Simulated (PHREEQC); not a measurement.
A made-up water analysis in mg/kgw, 25 °C, pH 6.8, pe 10.3: Na 0.018; K 0.000491; Ca 0.0421; Mg 0.0154; Cl 0.0293; S(6) as SO4 0.0174; Alkalinity as HCO3 0.18; Cu(2) 0.00011.

Valence states are taken as typed.

Model: ion-association model, wateq4f.dat, run in PHREEQC.

Each row changes one thing in this solution. Precipitation was switched off in this run.

```
case                                               HCO3- (mol/kgw)  CO2 (mol/kgw)  Cu+2 (mol/kgw)  CO3-2 (mol/kgw)  Cu(OH)2 (mol/kgw)  CuOH+ (mol/kgw)  SI of Tenorite (CuO)  SI of Cu(OH)2 (Cu(OH)2)
-------------------------------------------------  ---------------  -------------  --------------  ---------------  -----------------  ---------------  --------------------  -----------------------
as made                                                    3.04e-6        1.08e-6        9.15e-10         9.08e-10           7.53e-10         5.73e-11                 -3.06                    -4.08
temperature from 25 to 65 °C at the same typed pH          2.34e-6        7.35e-7        9.15e-10          1.10e-9           7.52e-10         5.72e-11                 -1.74                    -2.76
pH from 6.8 to 6.3 at the same alkalinity                  3.43e-6        3.86e-6         1.57e-9         3.24e-10           1.29e-10         3.10e-11                 -3.83                    -4.85
K from 0.000491 to 0.000246 mg/kgw                         3.04e-6        1.08e-6        9.15e-10         9.08e-10           7.53e-10         5.73e-11                 -3.06                    -4.08
Cl from 0.0293 to 0.0146 mg/kgw                            3.04e-6        1.08e-6        9.15e-10         9.08e-10           7.53e-10         5.73e-11                 -3.06                    -4.08
```

Complexes and solids missing from the database can't appear. Away from 25 °C the constants follow the database's enthalpies or fits; those with neither stay at their 25 °C values. The database's constant for dissolved Cu(OH)2 is higher than later reviews accept.
